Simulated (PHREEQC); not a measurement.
Consider water at 25 °C with 0.24 mol/kgw HF, 3.5e-05 mol/kgw NaF and 0.00014 mol/kgw H2SO4. Closed to the air; pH follows from the charge balance.

Model: ion-association model, phreeqc.dat, run in PHREEQC.

The ionic strength comes out as 0.0185 mol/kgw. What activity coefficients do HF2-, HSO4-, H+, SO4-2, F- get?

HF2- 0.87, HSO4- 0.87, H+ 0.89, SO4-2 0.59, F- 0.87.

No solid was allowed to form.
